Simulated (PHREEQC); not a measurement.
PHREEQC input (ion-association model, wateq4f.dat):

```
SOLUTION_MASTER_SPECIES
  An  An-  0  An  62.0  # stands for a non-complexing anion
SOLUTION_SPECIES
  An- = An-
    -log_k 0
    -gamma 3.0 0
PHASES
  Fix_H+
    H+ = H+
    -log_k 0
SOLUTION 1
  temp 25
  units mmol/kgw
  pH 7 charge
  Cl 0.146
  Zn 0.073
  F 0.00052
  Na 100.001
  An 100
END
SELECTED_OUTPUT 1
  -reset false
  -pH true
  -pe true
  -ionic_strength true
  -water true
  -totals Cl F Na Zn
  -molalities Hfo_wOH Hfo_wOH2+ Hfo_wO- Hfo_sOH Hfo_sOH2+ Hfo_sO- Hfo_wF Hfo_wOHF- Hfo_sOZn+ Hfo_wOZn+
  -saturation_indices Zn(OH)2-a Zn5(OH)8Cl2 Halite ZnF2
USER_PUNCH 1
  -headings sigma psi
  10 PUNCH EDL("sigma", "Hfo"), EDL("psi", "Hfo")
PRINT
  -reset false
USE solution 1
SURFACE 1
  Hfo_wOH 2.69663e-05 600 0.012
  Hfo_sOH 6.74157e-07
EQUILIBRIUM_PHASES 1
  Fix_H+ -3 HAn 10
    -force_equality true
  O2(g) -0.68 10
END
# ... the last block is repeated for the other 16 points of pH, with NaOH or the acid as the point needs
```

Selected output (columns that matter, 17 of 17 rows; pH added in front):

```
pH	mu	F	Na	Zn	m_Hfo_wOH	m_Hfo_wOH2+	m_Hfo_wO-	m_Hfo_sOH	si_Zn(OH)2-a	si_Zn5(OH)8Cl2	si_Halite	si_ZnF2	sigma	psi
3	0.10145	4.7526e-07	0.1	7.3e-05	5.1328e-07	2.6408e-05	2.2854e-10	1.2853e-08	-10.989	-45.098	-6.642	-16.564	0.36276	0.15254
3.5	0.10062	4.5653e-07	0.1	7.3e-05	1.4627e-06	2.5438e-05	1.9267e-09	3.6649e-08	-9.9879	-41.092	-6.6414	-16.217	0.34937	0.15083
4	0.10035	4.5315e-07	0.1	7.2999e-05	3.5697e-06	2.3317e-05	1.252e-08	8.9352e-08	-8.9876	-37.09	-6.6412	-16.057	0.31998	0.14641
4.5	0.10027	4.6352e-07	0.1	7.2992e-05	6.978e-06	1.9875e-05	5.6125e-08	1.7295e-07	-7.9875	-33.09	-6.6411	-15.977	0.27203	0.13815
5	0.10024	4.8005e-07	0.1	7.2944e-05	1.0963e-05	1.5786e-05	1.7442e-07	2.5283e-07	-6.9878	-29.091	-6.6411	-15.927	0.21452	0.1261
5.5	0.10023	4.9547e-07	0.1	7.2718e-05	1.4627e-05	1.1884e-05	4.1243e-07	2.2284e-07	-5.9892	-25.098	-6.6411	-15.895	0.15965	0.11122
6	0.10022	5.0652e-07	0.1	7.2315e-05	1.7421e-05	8.592e-06	8.0922e-07	7.7594e-08	-4.9918	-21.111	-6.6411	-15.876	0.11381	0.094471
6.5	0.10022	5.1316e-07	0.1	7.1478e-05	1.8887e-05	5.794e-06	1.4104e-06	1.4889e-08	-3.9973	-17.139	-6.6411	-15.87	0.079112	0.077091
7	0.10021	5.1623e-07	0.10001	6.8467e-05	1.7732e-05	2.7031e-06	2.6647e-06	3.2201e-09	-3.0179	-13.242	-6.641	-15.885	0.06122	0.065479
7.5	0.10021	5.177e-07	0.10002	6.3845e-05	1.2395e-05	6.4694e-07	5.4401e-06	1.0292e-09	-2.0553	-9.4287	-6.641	-15.92	0.05842	0.063437
8	0.1002	5.1888e-07	0.10003	6.0262e-05	6.2635e-06	1.0534e-07	8.5314e-06	3.6601e-10	-1.114	-5.7224	-6.6409	-15.977	0.05777	0.062954
8.5	0.10018	5.1957e-07	0.10007	5.8711e-05	2.8958e-06	1.8408e-08	1.0436e-05	1.4999e-10	-0.3039	-2.6719	-6.6408	-16.165	0.051865	0.058374
9	0.10017	5.1985e-07	0.10013	5.8852e-05	1.8896e-06	7.0546e-09	1.1595e-05	9.889e-11	0.1081	-1.6117	-6.6405	-16.753	0.034304	0.042468
9.5	0.10019	5.1995e-07	0.10018	5.9559e-05	1.706e-06	5.3392e-09	1.2488e-05	9.4218e-11	0.2057	-2.1238	-6.6402	-17.655	0.012834	0.017422
10	0.10028	5.1998e-07	0.10028	6.0305e-05	1.6832e-06	4.8959e-09	1.3257e-05	9.8714e-11	0.2171	-3.0664	-6.6399	-18.643	-0.0074791	-0.010275
10.5	0.10057	5.1999e-07	0.10057	6.1197e-05	1.721e-06	4.809e-09	1.411e-05	1.0899e-10	0.1915	-4.195	-6.6388	-19.669	-0.030862	-0.038822
11	0.10148	5.2e-07	0.10148	6.2566e-05	1.8633e-06	5.1858e-09	1.5337e-05	1.3451e-10	0.1017	-5.6447	-6.6356	-20.76	-0.065653	-0.068298
```

Along this series the solution becomes supersaturated in solids that the run did not let form, among them Zn(OH)2-a. The oxide is taken as insoluble; below pH 4 it would dissolve.
